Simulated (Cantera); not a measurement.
Input: 1 mol C₂H₅OH, 48 mol H₂, 16 mol N₂, held at 575 °C.

Cantera equilibrium calculation (NASA polynomials, part measured and part estimated; ideal gas, pure solids and liquids). Candidate condensed phases: C, C₆H₆, C₇H₈, C₈H₁₈, H₂O; 136 gas species. The ideal-gas law is rough above about 30 bar. Kinetics and transport are ignored.

Which condensed phases are stable at each of these points (P (Pa)): 10, 100, 1000, 10000, 100000, 1000000, 10000000?


```csv
P (Pa),condensed phases,C condensed (%)
10,C(graphite),49.9
100,C(graphite),49.1
1000,C(graphite),40.7
10000,gas only,0.0
100000,gas only,0.0
1000000,gas only,0.0
10000000,gas only,0.0
```

From 10.0 Pa to 10.0 mbar the condensed part is C(graphite). From 0.100 bar to 100 bar nothing is condensed.
